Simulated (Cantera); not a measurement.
Cantera run:

```python
import numpy as np
import cantera as ct

gas_names = """
    CL CL2 H HCL H2 N NH NH2 NH3 N2 N2H2 N2H4 Si SiCL SiCL2 SiCL3 SiCL4 SiH SiHCL3 SiH2 SiH2CL2 SiH3
    SiH3CL SiH4 SiN Si2 Si2N Si3
""".split()
cond_names = """
    NH4CL(a) NH4CL(b) Si(cr) Si(L) Si3N4(a)
""".split()


# ... load() reads the species with a 1 bar reference pressure and builds the phases ...
atoms = {
    'Si2Cl6': {'Si': 2, 'CL': 6},
    'N2': {'N': 2},
    'H2': {'H': 2},
}
top_T = {'Si3N4(a)': 2400}  # K; cautious upper limits of use, not melting points


# ... equilibrate(T, P, feed) seeds the gas with the atoms and calls Mixture.equilibrate('TP', solver="vcs", rtol=1e-11, max_steps=5000) ...
results = []
T = 1475  # K
P = 10000  # Pa
for m in [1.2, 2.3, 4.2, 7.6, 14, 25, 46]:
    feed = {'Si2Cl6': 1, 'N2': m, 'H2': 39}  # mol
    mix = equilibrate(T, P, feed)
    results.append((T, P, feed, dict(zip(mix.species_names, mix.species_moles))))

top = {s: max(r[3][s] / sum(r[3][g] for g in gas_names) for r in results) for s in gas_names}
cols = sorted((s for s in top if top[s] > 1e-05), key=lambda s: -top[s])[:9]
seen = [c for c in cond_names if any(r[3].get(c, 0) > 1e-12 for r in results)]
print("log10 of partial pressures in bar; condensed amounts in mol")
print(f"{'n(N2)':>10s}" + "".join(f"{s[:9]:>10s}" for s in cols + seen))
for T, P, feed, n in results:
    ng = sum(n[g] for g in gas_names)
    print(f"{feed['N2']:10.4g}" + "".join(f"{np.log10(max(n[s] / ng * P / 1e5, 1e-99)):10.3f}" for s in cols)
          + "".join(f"{n.get(c, 0):10.4g}" for c in seen))
```

It prints:

```
log10 of partial pressures in bar; condensed amounts in mol
     n(N2)        H2        N2       HCL     SiCL2     SiCL3     SiCL4    SiHCL3         H   SiH2CL2  Si3N4(a)
       1.2    -1.062    -3.401    -1.925    -3.050    -3.977    -4.371    -4.533    -5.418    -5.498    0.5163
       2.3    -1.076    -2.600    -1.885    -3.490    -4.369    -4.717    -4.932    -5.425    -5.951    0.6095
       4.2    -1.095    -2.185    -1.890    -3.758    -4.634    -4.977    -5.206    -5.434    -6.239    0.6345
       7.6    -1.127    -1.884    -1.916    -3.979    -4.864    -5.217    -5.452    -5.450    -6.491     0.646
        14    -1.181    -1.634    -1.967    -4.192    -5.101    -5.478    -5.716    -5.478    -6.759    0.6525
        25    -1.261    -1.443    -2.044    -4.396    -5.342    -5.757    -5.997    -5.517    -7.042    0.6562
        46    -1.381    -1.288    -2.164    -4.617    -5.622    -6.096    -6.338    -5.578    -7.384    0.6586
```

Cantera equilibrium calculation (NASA polynomials, part measured and part estimated; ideal gas, pure solids and liquids). The feed counts by its element totals alone. N2 is the only nitrogen source here; it is nearly inert below about 1500 K, so the nitride shown seldom forms there in practice. The tables' values for SiCl3 are old estimates; treat these amounts as uncertain.
